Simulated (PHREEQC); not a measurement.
## Buffer (model solution)

Dissolve 0.28 mol/kgw NaHSO4, 1.2e-05 mol/kgw K2HPO4 and 0.00012 mol/kgw KCl at 10 °C. Closed to the air; pH follows from the charge balance.

Equilibrium calculation in PHREEQC: ion-association model, wateq4f.dat.

Precipitation was switched off in this run.

Problem. Estimate the pH.

Solution. pH 1.07.

Problem. In which forms is P present?

Solution. H3PO4 87 %, H2PO4- 13 % of the P.

Complexes and solids missing from the database can't appear. H3PO4, which wateq4f.dat lacks, is added to it with the constant of phreeqc.dat. At this temperature some constants are extrapolated from 25 °C, and those without enthalpy data are left unchanged.
